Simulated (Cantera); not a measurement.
A perfectly stirred reactor is fed with CH3OH : O2 : N2 = 0.0025 : 0.0021 : 1 (molar parts), equivalence ratio 1.8, at 5.70 bar; it is held at 1200 K, and followed from long to short residence time.

Computed with Cantera and GRI-Mech 3.0 (53 species, 325 reactions). GRI-Mech 3.0 was tuned for natural gas; its chemistry of methanol as a main component is partial and can be far from experiment.

Task: What does this change do: temperature 1200 to 1075 K?

Result: 
```
quantity                   before     after
-----------------------  --------  --------
x(CH3OH) at τ = 1.40 s    1.08e-6   4.26e-5
x(O2) at τ = 1.40 s       2.09e-5  0.000309
x(C2H6) at τ = 1.40 s     1.14e-9  1.36e-12
x(CH2O) at τ = 1.40 s     6.63e-7   2.18e-5
x(CO) at τ = 1.40 s       0.00146   0.00169
x(CH3OH) at τ = 30.0 ms   1.28e-5  0.000668
x(O2) at τ = 30.0 ms     0.000208   0.00118
x(C2H6) at τ = 30.0 ms    9.55e-9  1.22e-12
x(CH2O) at τ = 30.0 ms    7.72e-6  0.000253
x(CO) at τ = 30.0 ms      0.00189   0.00144
```

Task: What does this change do: CH3OH 0.0025 to 0.00038 parts?

Result: 
| quantity | before | after |
|---|---|---|
| x(CH3OH) at τ = 1.40 s | 1.08e-6 | 1.07e-6 |
| x(O2) at τ = 1.40 s | 2.09e-5 | 0.00155 |
| x(C2H6) at τ = 1.40 s | 1.14e-9 | <1e-12 |
| x(CH2O) at τ = 1.40 s | 6.63e-7 | 5.20e-7 |
| x(CO) at τ = 1.40 s | 0.00146 | 3.67e-5 |
| x(CH3OH) at τ = 30.0 ms | 1.28e-5 | 1.49e-5 |
| x(O2) at τ = 30.0 ms | 0.000208 | 0.00169 |
| x(C2H6) at τ = 30.0 ms | 9.55e-9 | <1e-12 |
| x(CH2O) at τ = 30.0 ms | 7.72e-6 | 7.49e-6 |
| x(CO) at τ = 30.0 ms | 0.00189 | 0.000236 |
